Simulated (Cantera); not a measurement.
Ignition delay

Mixture: 54.7 % H2, 6.98 % O2, 38.3 % N2, at 5.00 bar, adiabatic and at constant pressure. Ignition delay is the time to a rise of 400 K.

Detailed kinetics in Cantera: the H2/O2 subset of GRI-Mech 3.0, which has no nitrogen chemistry. The hydrogen kinetics of GRI-Mech 3.0 are dated; newer H2 mechanisms differ, most at raised pressure. Where the delays flatten at high temperature, the 400 K rule measures the pace of heat release, not the induction time.

```json
[
 {"T0 (K)": "1275", "delay (ms)": "0.0136"},
 {"T0 (K)": "1375", "delay (ms)": "0.00774"},
 {"T0 (K)": "1475", "delay (ms)": "0.00536"},
 {"T0 (K)": "1575", "delay (ms)": "0.00420"},
 {"T0 (K)": "1675", "delay (ms)": "0.00361"},
 {"T0 (K)": "1775", "delay (ms)": "0.00334"},
 {"T0 (K)": "1875", "delay (ms)": "0.00326"}
]
```
